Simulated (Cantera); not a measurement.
A Cantera script and its output.

```python
import numpy as np
import cantera as ct

gas = ct.Solution("gri30.yaml")


def delay(T, t_max=10):
    gas.TPX = T, 31000, {'CH4': 1, 'O2': 2, 'N2': 11.4, 'CO2': 1.9}
    reactor = ct.IdealGasConstPressureReactor(gas, clone=False)
    net = ct.ReactorNet([reactor])
    net.rtol, net.atol = 1e-8, 1e-16
    while net.time < t_max:
        t_old, T_old = net.time, reactor.T
        net.step()
        if reactor.T > T + 400:  # ignition: a rise of 400 K
            return t_old + (T + 400 - T_old) / (reactor.T - T_old) * (net.time - t_old)
    return np.nan


taus = []
for T in [1148, 1198, 1248, 1298, 1348, 1398, 1448, 1498, 1548, 1598]:
    taus.append(delay(T))
    print(f"T0 = {T:6g} K   tau = {taus[-1]:.4e} s")
```

It prints:

```
T0 =   1148 K   tau = 4.7893e-01 s
T0 =   1198 K   tau = 2.2086e-01 s
T0 =   1248 K   tau = 1.0591e-01 s
T0 =   1298 K   tau = 5.2700e-02 s
T0 =   1348 K   tau = 2.7236e-02 s
T0 =   1398 K   tau = 1.4674e-02 s
T0 =   1448 K   tau = 8.2797e-03 s
T0 =   1498 K   tau = 4.9062e-03 s
T0 =   1548 K   tau = 3.0505e-03 s
T0 =   1598 K   tau = 1.9820e-03 s
```

Computed with Cantera and GRI-Mech 3.0 (53 species, 325 reactions).
